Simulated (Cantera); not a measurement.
Charge: 1 mol Al₂O₃, 0.76 mol O₂, held at 1.00 bar.

These are equilibrium values from Cantera (NASA tables, ideal gas, pure condensed phases), not measurements of a reactor. Candidate condensed phases: Al, Al₂O₃; 9 gas species. Rates play no part.

log p: log10 of the partial pressure in bar; n: condensed amount in mol.

| T (K) | log p O₂ | log p O | log p O₃ | log p AlO₂ | log p AlO | n Al₂O₃(s) | n Al₂O₃(l) |
|---|---|---|---|---|---|---|---|
| 1400 | 0.00 | -6.02 | -8.86 | <-12 | <-12 | 1.00 | 0 |
| 1500 | 0.00 | -5.39 | -8.51 | <-12 | <-12 | 1.00 | 0 |
| 1600 | 0.00 | -4.84 | -8.19 | <-12 | <-12 | 1.00 | 0 |
| 1700 | 0.00 | -4.35 | -7.91 | <-12 | <-12 | 1.00 | 0 |
| 1800 | 0.00 | … | … | <-12 | <-12 | 1.00 | 0 |
| 1900 | 0.00 | -3.53 | -7.44 | -11.83 | <-12 | 1.00 | 0 |
| 2000 | 0.00 | … | … | … | … | 1.00 | 0 |
| 2100 | 0.00 | -2.86 | -7.05 | -9.91 | -10.43 | 1.00 | 0 |
| 2200 | 0.00 | -2.57 | -6.88 | -9.08 | -9.43 | 1.00 | 0 |
| 2300 | 0.00 | -2.31 | -6.73 | -8.33 | -8.53 | 1.00 | 0 |
| 2400 | 0.00 | -2.06 | -6.59 | -7.68 | -7.74 | 0 | 1.00 |

Problem. Fill in the missing entries.

Solution. 
- 1800, log p O: -3.91
- 1800, log p O₃: -7.66
- 2000, log p O: -3.17
- 2000, log p O₃: -7.24
- 2000, log p AlO₂: -10.82
- 2000, log p AlO: -11.52
